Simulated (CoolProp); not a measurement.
A simple Rankine cycle with benzene: condensing at 288.15 K, boiler at 0.709 MPa, turbine inlet 438.1 K, turbine efficiency 0.7, pump efficiency 0.8, no recuperator. Each further row changes one setting.

The numbers come from the reference Helmholtz-energy equation of state, Thol 2012 in CoolProp.

```json
[
 {"case": "as stated", "thermal efficiency (%)": "19.0", "net work (kJ/kg)": "117", "heat in (kJ/kg)": "616", "turbine exit temperature (K)": "340.6", "volume ratio over the turbine": "80.2"},
 {"case": "turbine inlet 458.1 K", "thermal efficiency (%)": "19.1", "net work (kJ/kg)": "…", "heat in (kJ/kg)": "…", "turbine exit temperature (K)": "362.1", "volume ratio over the turbine": "…"},
 {"case": "condensing temperature 280.15 K", "thermal efficiency (%)": "20.0", "net work (kJ/kg)": "126", "heat in (kJ/kg)": "…", "turbine exit temperature (K)": "333.1", "volume ratio over the turbine": "119"},
 {"case": "boiler pressure 0.496 MPa", "thermal efficiency (%)": "17.9", "net work (kJ/kg)": "111", "heat in (kJ/kg)": "623", "turbine exit temperature (K)": "350.6", "volume ratio over the turbine": "…"},
 {"case": "turbine efficiency 0.6", "thermal efficiency (%)": "16.2", "net work (kJ/kg)": "100", "heat in (kJ/kg)": "616", "turbine exit temperature (K)": "354.0", "volume ratio over the turbine": "83.4"}
]
```

**Question.** What belongs in the gaps?

**Answer.** 
- turbine inlet 458.1 K, net work (kJ/kg): 125
- turbine inlet 458.1 K, heat in (kJ/kg): 651
- turbine inlet 458.1 K, volume ratio over the turbine: 79.8
- condensing temperature 280.15 K, heat in (kJ/kg): 630
- boiler pressure 0.496 MPa, volume ratio over the turbine: 55.1
